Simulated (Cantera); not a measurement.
Feed: 1 mol BN, 55 mol HF, held at 1300 K and 100 Torr.

Equilibrium computed with Cantera from the NASA thermochemical tables; the gas is ideal and each condensed phase is pure. Candidate condensed phases: B, BN; 31 gas species. Rates play no part.

Question: What is the equilibrium state?

Answer: 
| Property | Value |
|---|---|
| x(HF) | 0.945 |
| x(H2) | 0.0273 |
| x(BF3) | 0.0182 |
| x(N2) | 0.00909 |
| x(H2F2) | 2.13e-6 |
| gas amount | 55.00 mol |
| log10 activity of B(s) (absent) | -12.36 |
